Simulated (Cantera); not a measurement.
Input (Python, Cantera) and output of one run.

```python
import numpy as np
import cantera as ct

gas_names = """
    CL CL2 H HCL H2
""".split()
cond_names = """

""".split()


# ... load() reads the species with a 1 bar reference pressure and builds the phases ...
atoms = {
    'HCl': {'H': 1, 'CL': 1},
    'H2': {'H': 2},
}
top_T = {}  # K; cautious upper limits of use, not melting points


# ... equilibrate(T, P, feed) seeds the gas with the atoms and calls Mixture.equilibrate('TP', solver="vcs", rtol=1e-11, max_steps=5000) ...
results = []
T = 2248.15  # K
P = 43000  # Pa
for m in [0.034, 0.05, 0.073, 0.11, 0.16, 0.23, 0.34, 0.5, 0.73, 1.1, 1.6, 2.3, 3.3]:
    feed = {'HCl': 1, 'H2': m}  # mol
    mix = equilibrate(T, P, feed)
    results.append((T, P, feed, dict(zip(mix.species_names, mix.species_moles))))

top = {s: max(r[3][s] / sum(r[3][g] for g in gas_names) for r in results) for s in gas_names}
cols = sorted((s for s in top if top[s] > 1e-05), key=lambda s: -top[s])[:9]
seen = [c for c in cond_names if any(r[3].get(c, 0) > 1e-12 for r in results)]
print("log10 of partial pressures in bar; condensed amounts in mol")
print(f"{'n(H2)':>10s}" + "".join(f"{s[:9]:>10s}" for s in cols + seen))
for T, P, feed, n in results:
    ng = sum(n[g] for g in gas_names)
    print(f"{feed['H2']:10.4g}" + "".join(f"{np.log10(max(n[s] / ng * P / 1e5, 1e-99)):10.3f}" for s in cols)
          + "".join(f"{n.get(c, 0):10.4g}" for c in seen))
```

Output:

```
log10 of partial pressures in bar; condensed amounts in mol
     n(H2)       HCL        H2        CL         H       CL2
     0.034    -0.405    -1.684    -1.837    -2.976    -4.144
      0.05    -0.409    -1.584    -1.891    -2.926    -4.252
     0.073    -0.416    -1.472    -1.954    -2.869    -4.378
      0.11    -0.428    -1.338    -2.033    -2.802    -4.537
      0.16    -0.445    -1.210    -2.114    -2.739    -4.698
      0.23    -0.469    -1.088    -2.199    -2.677    -4.868
      0.34    -0.504    -0.961    -2.298    -2.614    -5.066
       0.5    -0.552    -0.845    -2.403    -2.556    -5.277
      0.73    -0.613    -0.744    -2.515    -2.506    -5.500
       1.1    -0.697    -0.651    -2.645    -2.459    -5.760
       1.6    -0.789    -0.582    -2.772    -2.424    -6.014
       2.3    -0.892    -0.528    -2.902    -2.398    -6.274
       3.3    -1.007    -0.486    -3.037    -2.377    -6.545
```

Equilibrium computed with Cantera from the NASA thermochemical tables; the gas is ideal and each condensed phase is pure.
